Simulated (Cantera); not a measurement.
**Thermal oxidation and active oxidation of silicon: Si + CO2 + N2**

Feed: 1 mol Si, 0.78 mol CO2, a varied amount of N2, held at 1500 °C and 0.00110 bar.

Method: chemical equilibrium by Gibbs-energy minimisation in Cantera with the NASA 1993 tables (ideal gas, pure condensed phases). Candidate condensed phases: C, Si, SiC, SiO2, Si2N2O, Si3N4; 34 gas species. The tables' values for SiN are old estimates; treat these amounts as uncertain. Kinetics and transport are ignored.

```csv
n(N2) (mol),log p N2,log p SiO,log p CO,log p Si,n SiC(s)
1.2,-3.32,-3.45,-3.57,-6.14,0.109
1.7,-3.24,-3.52,-3.65,-6.14,0.109
2.4,-3.18,-3.61,-3.73,-6.14,0.109
3.4,-3.12,-3.71,-3.83,-6.14,0.108
4.9,-3.08,-3.82,-3.94,-6.14,0.108
7,-3.05,-3.94,-4.06,-6.14,0.107
10,-3.02,-4.07,-4.19,-6.14,0.106
14,-3.00,-4.20,-4.32,-6.14,0.105
20,-2.99,-4.35,-4.46,-6.14,0.102
29,-2.98,-4.50,-4.61,-6.14,0.0993
42,-2.97,-4.66,-4.76,-6.15,0.0949
60,-2.97,-4.81,-4.91,-6.15,0.0888
```
log p: log10 of the partial pressure in bar; n: condensed amount in mol.

From 1.2 mol N2 to 60 mol N2 the condensed part is SiC(s). The main Si-bearing gas is SiO throughout.
